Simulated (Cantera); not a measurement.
Input (Python, Cantera) and output of one run.

```python
import numpy as np
import cantera as ct

gas_names = """
    NO NO2
""".split()
cond_names = """
    B(b) B(L) BN(s)
""".split()


# ... load() reads the species with a 1 bar reference pressure and builds the phases ...
species = {s.name: s for s in load("nasa_gas.yaml", gas_names) + load("nasa_condensed.yaml", cond_names)}
# Each term lists the table entries of one substance; the one whose range holds T is used.
reactions = {
    'B + 2 NO(g) = BN + NO2(g)':
        [(-1, ['B(b)', 'B(L)']), (-2, ['NO']), (1, ['BN(s)']), (1, ['NO2'])],
}


def pick(names, T):
    return next(species[n] for n in names if species[n].thermo.min_temp <= T <= species[n].thermo.max_temp)


results = []
for label, terms in reactions.items():
    print(label)
    print("     T/K   dH/kJ  dS/(J/K)   dG/kJ   log10 K")
    for T in [2423, 2473, 2523, 2573, 2623, 2673, 2723, 2773, 2823, 2873, 2923]:
        used = [(nu, pick(names, T)) for nu, names in terms]
        dH = sum(nu * s.thermo.h(T) for nu, s in used) / 1e6
        dS = sum(nu * s.thermo.s(T) for nu, s in used) / 1e3
        dG = dH - T * dS / 1e3
        logK = -dG * 1e6 / (ct.gas_constant * T * np.log(10))
        results.append((label, T, dH, dS, dG, logK, [s.name for _, s in used]))
        print(f"{T:8g} {dH:8.1f} {dS:8.1f} {dG:8.1f} {logK:8.2f}")
```

Result:

```
B + 2 NO(g) = BN + NO2(g)
     T/K   dH/kJ  dS/(J/K)   dG/kJ   log10 K
    2423   -443.8   -194.0     26.2    -0.56
    2473   -443.7   -193.9     35.9    -0.76
    2523   -443.5   -193.9     45.6    -0.94
    2573   -443.4   -193.8     55.3    -1.12
    2623   -443.2   -193.7     65.0    -1.29
    2673   -443.1   -193.7     74.6    -1.46
    2723   -442.9   -193.6     84.3    -1.62
    2773   -442.8   -193.6     94.0    -1.77
    2823   -442.6   -193.5    103.7    -1.92
    2873   -442.5   -193.5    113.4    -2.06
    2923   -442.3   -193.4    123.0    -2.20
```

Source: NASA polynomial tables (part measured, part estimated), evaluated in Cantera. Condensed species are held in their standard states even where they would react or evaporate.
